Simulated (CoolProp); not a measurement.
Vapour-liquid equilibrium of C2F6 (R116) (1) + R134a (2) at 220 K; x and y are mole fractions of (1).

The numbers come from the multi-fluid Helmholtz-energy mixture model, Lemmon 2006 and Tillner-Roth 1994; pair parameters Bell 2016 in CoolProp.

Question: Give the bubble pressure and the first vapour's composition at x = 0.05, 0.25, 0.35. Is there an azeotrope?

Answer: x = 0.05: 0.9263 bar, y = 0.740; x = 0.25: 2.321 bar, y = 0.904; x = 0.35: 2.557 bar, y = 0.916. No azeotrope shows between x = 0.05 and 0.95.

Pair parameters are fitted to limited data, so mixtures are less certain than the pure fluids. With so large a gap from Raoult's law the liquid may split in two, which this calculation doesn't test in full.
